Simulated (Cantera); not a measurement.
A perfectly stirred reactor is fed with 9.17 % CH3OH, 19.1 % O2, 71.8 % N2, equivalence ratio 0.72, at 2.20 bar; it is adiabatic with a 748 K inlet, and is followed from long to short residence time, starting on the burning branch (τ in s: 0.045, 0.023, 0.011, 0.0056, 0.0028, 0.0014, 0.00069, 0.00034, 0.00017, 8.5e-05, 4.2e-05, 2.1e-05).

Detailed kinetics in Cantera: GRI-Mech 3.0 (53 species, 325 reactions). GRI-Mech 3.0 was tuned for natural gas; its chemistry of methanol as a main component is partial and can be far from experiment.

**Question.** Predict: blow-out, bracketed by the residence times tried; x(CH3OH) at τ = 45.0 ms; x(O2) at τ = 45.0 ms; x(HCN) at τ = 45.0 ms; x(NO) at τ = 45.0 ms; x(HCO) at τ = 45.0 ms; x(CH3OH) at τ = 0.690 ms; x(O2) at τ = 0.690 ms; x(HCN) at τ = 0.690 ms; x(NO) at τ = 0.690 ms; x(HCO) at τ = 0.690 ms.

**Answer.** 
```
Quantity                                                                       Value
------------------------------------------------  ----------------------------------
blow-out, bracketed by the residence times tried  burning at 42.0 µs, out at 21.0 µs
x(CH3OH) at τ = 45.0 ms                                                      8.83e-7
x(O2) at τ = 45.0 ms                                                          0.0500
x(HCN) at τ = 45.0 ms                                                        1.14e-8
x(NO) at τ = 45.0 ms                                                         0.00159
x(HCO) at τ = 45.0 ms                                                        3.13e-8
x(CH3OH) at τ = 0.690 ms                                                     2.51e-5
x(O2) at τ = 0.690 ms                                                         0.0538
x(HCN) at τ = 0.690 ms                                                       1.61e-8
x(NO) at τ = 0.690 ms                                                        8.20e-5
x(HCO) at τ = 0.690 ms                                                       2.05e-6
```
